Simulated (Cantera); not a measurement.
Input: 1 mol Al, 1.2 mol H2O, 370 mol N2, held at 975 °C and 0.640 bar.

Method: chemical equilibrium by Gibbs-energy minimisation in Cantera with the NASA 1993 tables (ideal gas, pure condensed phases). Candidate condensed phases: Al, AlN, Al2O3, H2O; 35 gas species. Mutual solubility and eutectic melting of coexisting phases are not modelled. Kinetics and transport are ignored.

Base state: N2 0.997, H2 0.00323 (mole fractions); condensed: AlN(s) + Al2O3(s).

Problem. What changes in the equilibrium state with this change: Al replaced by AlCl3?

Solution. 
```tsv
species	before	after
N2	0.997	0.993
HCl	0	0.00644
AlCl3	0	0.000537
H2	0.00323	1.42e-6
AlN(s), mol	0.200	0
Al2O3(s), mol	0.400	0.400
```
Further candidate phases: AlCl3, NH4Cl.
